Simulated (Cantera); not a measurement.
Reactions in the system N-O-V

Cantera with NASA thermochemical tables; ideal gases at 1 bar, condensed phases pure. Values are per mole of reaction as written; species without (g) are pure solids or liquids, kept so even where they would boil at 1 bar. VN: taken at fixed stoichiometry.

4 VN + 9 O2(g) → 4 NO2(g) + 2 V2O5

```csv
T (K),ΔH° (kJ),ΔS° (J/K),ΔG° (kJ),log10 K,condensed phases
300,-2095.8,-773.7,-1863.8,324.50,"VN(s), V2O5(s)"
473,-2093.3,-767.5,-1730.2,191.07,"VN(s), V2O5(s)"
573,-2089.7,-760.7,-1653.8,150.76,"VN(s), V2O5(s)"
673,-2085.5,-753.9,-1578.1,122.48,"VN(s), V2O5(s)"
773,-2080.9,-747.6,-1503.0,101.56,"VN(s), V2O5(s)"
873,-2076.2,-741.8,-1428.6,85.47,"VN(s), V2O5(s)"
973,-1941.7,-599.1,-1358.8,72.94,"VN(s), V2O5(l)"
```
